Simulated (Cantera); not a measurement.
A perfectly stirred reactor is fed with 5.98 % C2H6, 19.0 % O2, 71.7 % N2, 3.29 % H2O, equivalence ratio 1.1, at 1.00 bar; it is adiabatic with a 623 K inlet, and is followed from long to short residence time, starting on the burning branch (τ in s: 0.03, 0.015, 0.0079, 0.0041, 0.0021, 0.0011, 0.00056, 0.00029, 0.00015, 7.6e-05, 3.9e-05, 2e-05).

Detailed kinetics in Cantera: GRI-Mech 3.0 (53 species, 325 reactions).

One state of this run: T (K) = 2293; x C2H6 = 1.54e-6; x O2 = 0.00596; x H2O = 0.179; x CH2CO = 6.56e-7; x HO2 = 1.26e-6; x NO = 0.000725. x: mole fraction; the columns are a selection and need not sum to one.

Question: Which value of τ (s) does it belong to?
A. 0.0079
B. 3.9e-5
C. 0.015
D. 0.00056

Answer: A, 0.0079
